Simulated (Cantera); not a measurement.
Equilibrium for silicon nitride deposition: SiHCl3 + NH3 + H2

Feed: 1 mol SiHCl3, 0.21 mol NH3, 1.1 mol H2.

Cantera equilibrium calculation (NASA polynomials, part measured and part estimated; ideal gas, pure solids and liquids). Candidate condensed phases: NH4Cl, Si, Si3N4; 28 gas species. Mutual solubility and eutectic melting of coexisting phases are not modelled. The tables' values for SiCl3 are old estimates. Equilibrium is a limit: real reactors are often held back by kinetics, nucleation or transport.

Question: Map the stable condensed phases over T = 827, 927, 1027, 1127, 1227, 1327, 1427, 1527, 1627, 1727 °C and P in Pa = 5, 17, 59, 210, 710, 2400, 8400, 29000, 100000.

Answer: 
```
T in °C \ P in Pa
              5     17     59    210    710   2400   8400  29000 100000
   1727       A      A      A      A      A      A      A      A      A
   1627       A      A      A      A      A      A      A      A      A
   1527       A      A      A      A      A      A      A      A      B
   1427       A      A      A      A      A      A      A      B      B
   1327       A      A      A      A      A      A      B      B      B
   1227       A      A      A      A      B      B      B      B      B
   1127       A      A      B      B      B      B      B      B      C
   1027       B      B      B      B      B      B      C      C      C
    927       B      B      B      B      C      C      C      C      C
    827       B      C      C      C      C      C      C      C      C
```
A: gas only; B: Si3N4; C: Si + Si3N4.
